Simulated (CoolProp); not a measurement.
A simple Rankine cycle with the fluoroketone C6F12O (FK-5-1-12): condensing at 307.15 K, boiler at 0.995 MPa, turbine inlet 449 K, turbine efficiency 0.8, pump efficiency 0.7, no recuperator. Each further row changes one setting.

The numbers come from the reference Helmholtz-energy equation of state, McLinden 2015 in CoolProp.

| case | thermal efficiency (%) | net work (kJ/kg) | heat in (kJ/kg) | turbine exit temperature (K) | volume ratio over the turbine |
|---|---|---|---|---|---|
| as stated | 10.6 | 22.9 | 216 | 416.4 | 19.5 |
| turbine inlet 469 K | 10.2 | 24.4 | 238 | 436.8 | … |
| condensing temperature 299.15 K | 11.4 | 25.7 | … | 413.4 | 26.9 |
| boiler pressure 0.697 MPa | 9.5 | … | 220 | 422.0 | 12.8 |
| turbine efficiency 0.7 | 9.2 | 20.0 | 216 | 419.4 | 19.7 |

**Question.** Fill in the missing entries.

**Answer.** 
- turbine inlet 469 K, volume ratio over the turbine: 18.8
- condensing temperature 299.15 K, heat in (kJ/kg): 225
- boiler pressure 0.697 MPa, net work (kJ/kg): 20.8
